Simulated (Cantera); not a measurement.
Input (Python, Cantera) and output of one run.

```python
import numpy as np
import cantera as ct

gas_names = """
    H HNO HNO2 HNO3 HO2 H2 H2O H2O2 N NH NH2 NH3 NH2OH NO NO2 NO3 N2 N2H2 N2H4 N2O O OH O2 O3 Si SiH
    SiH2 SiH3 SiH4 SiN SiO SiO2 Si2 Si2N Si3
""".split()
cond_names = """
    H2O(s) H2O(L) Si(cr) Si(L) SiO2(Lqz) SiO2(hqz) SiO2(L) Si2N2O(s) Si3N4(a)
""".split()


# ... load() reads the species with a 1 bar reference pressure and builds the phases ...
atoms = {
    'Si3N4': {'Si': 3, 'N': 4},
    'H2O': {'H': 2, 'O': 1},
    'H2': {'H': 2},
}
top_T = {'Si2N2O(s)': 2100, 'Si3N4(a)': 2400}  # K; cautious upper limits of use, not melting points


# ... equilibrate(T, P, feed) seeds the gas with the atoms and calls Mixture.equilibrate('TP', solver="vcs", rtol=1e-11, max_steps=5000) ...
results = []
feed = {'Si3N4': 1, 'H2O': 1.3, 'H2': 53}  # mol
P = 420  # Pa
for T in [900, 975, 1050, 1125, 1200, 1275, 1350, 1425, 1500, 1575, 1650, 1725, 1800, 1875]:
    mix = equilibrate(T, P, feed)
    results.append((T, P, feed, dict(zip(mix.species_names, mix.species_moles))))

top = {s: max(r[3][s] / sum(r[3][g] for g in gas_names) for r in results) for s in gas_names}
cols = sorted((s for s in top if top[s] > 1e-06), key=lambda s: -top[s])[:9]
seen = [c for c in cond_names if any(r[3].get(c, 0) > 1e-12 for r in results)]
print("log10 of partial pressures in bar; condensed amounts in mol")
print(f"{'T/K':>10s}" + "".join(f"{s[:9]:>10s}" for s in cols + seen))
for T, P, feed, n in results:
    ng = sum(n[g] for g in gas_names)
    print(f"{T:10.4g}" + "".join(f"{np.log10(max(n[s] / ng * P / 1e5, 1e-99)):10.3f}" for s in cols)
          + "".join(f"{n.get(c, 0):10.4g}" for c in seen))
```

It prints:

```
log10 of partial pressures in bar; condensed amounts in mol
       T/K        H2        N2       SiO         H        Si       SiH      SiH2       Si2      Si2N    Si(cr)     Si(L) Si2N2O(s)  Si3N4(a)
       900    -2.380    -4.478   -19.571   -11.122   -24.002   -22.908   -19.461   -35.688   -30.312         0         0       1.3    0.1333
       975    -2.380    -4.478   -16.945   -10.132   -20.890   -20.136   -17.271   -30.856   -26.334         0         0       1.3    0.1333
      1050    -2.380    -4.478   -14.700    -9.281   -18.225   -17.763   -15.395   -26.719   -22.928         0         0       1.3    0.1333
      1125    -2.380    -4.478   -12.759    -8.542   -15.918   -15.710   -13.770   -23.139   -19.982         0         0       1.3    0.1333
      1200    -2.380    -4.478   -11.065    -7.895   -13.902   -13.916   -12.350   -20.011   -17.408         0         0       1.3    0.1333
      1275    -2.380    -4.478    -9.574    -7.323   -12.126   -12.337   -11.098   -17.255   -15.142         0         0       1.3    0.1333
      1350    -2.380    -4.478    -8.251    -6.813   -10.549   -10.935    -9.987   -14.810   -13.132         0         0       1.3    0.1334
      1425    -2.380    -4.478    -7.071    -6.356    -9.141    -9.684    -8.994   -12.627   -11.338         0         0     1.299    0.1337
      1500    -2.382    -4.324    -6.063    -5.945    -7.978    -8.662    -8.206   -10.871    -9.854    0.2741         0     1.289   0.04564
      1575    -2.386    -4.173    -4.851    -5.574    -7.241    -8.055    -7.811    -9.913    -9.137    0.5847         0     1.114         0
      1650    -2.403    -3.836    -4.024    -5.243    -6.572    -7.512    -7.466    -9.044    -8.388     1.695         0         0         0
      1725    -2.404    -3.837    -4.024    -4.933    -5.993    -7.040    -7.167    -8.315    -7.922         0     1.683         0         0
      1800    -2.405    -3.838    -4.025    -4.649    -5.498    -6.644    -6.929    -7.717    -7.564         0      1.65         0         0
      1875    -2.408    -3.839    -4.026    -4.387    -5.043    -6.280    -6.712    -7.168    -7.237         0      1.56         0         0
```

These are equilibrium values from Cantera (NASA tables, ideal gas, pure condensed phases), not measurements of a reactor. Mutual solubility and eutectic melting of coexisting phases are not modelled. Gases not in the tables: Si2H6 and higher silanes.
